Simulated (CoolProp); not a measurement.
Vapour-liquid equilibrium of m-xylene (1) + o-xylene (2) at 490.1 K; x and y are mole fractions of (1).

Computed with CoolProp (multi-fluid Helmholtz-energy mixture model, Zhou 2012 and Zhou 2012; pair parameters Bell 2016).

```
x     bubble pressure (MPa)  y at the bubble point  dew pressure at overall composition x (MPa)  liquid density (mol/L)
----  ---------------------  ---------------------  -------------------------------------------  ----------------------
0.05                 0.5038                  0.055                                       0.5036                   6.510
0.15                 0.5097                  0.163                                       0.5090                   6.489
0.25                 0.5159                  0.269                                       0.5147                   6.467
0.35                 0.5223                  0.374                                       0.5208                   6.445
0.45                 0.5288                  0.476                                       0.5271                   6.423
0.55                 0.5353                  0.575                                       0.5336                   6.401
0.65                 0.5418                  0.673                                       0.5403                   6.380
0.75                 0.5483                  0.768                                       0.5470                   6.358
0.85                 0.5545                  0.862                                       0.5537                   6.337
0.95                 0.5605                  0.954                                       0.5603                   6.316
```

No azeotrope shows between x = 0.05 and 0.95.

The pair parameters rest on a limited set of measurements; away from them the model extrapolates.
